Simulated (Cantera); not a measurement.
A diamond (100) surface in a fixed gas of H2 with x(CH4) = 0.0039, x(CH3) = 1e-05, at 1150 K, 7.50 Torr; coverages are run to steady state.

Computed with Cantera and the Harris–Goodwin 1993 mechanism for the reconstructed diamond (100) surface.

One state of this run: growth (µm/h) = 0.0406; θ c6HH = 0.473; θ c6H* = 0.0331; θ c6*H = 0.469; θ c6** = 0.0242; θ c6HM = 7.23e-5. θ: site fractions in the mechanism's names (c6HH fully hydrogenated, c6H* and c6*H radical sites, c6** diradical, c6HM methylated).

Question: Which value of x(H) does it belong to?
A) 0.091
B) 0.017
C) 0.0013
D) 0.0071

Answer: B, 0.017
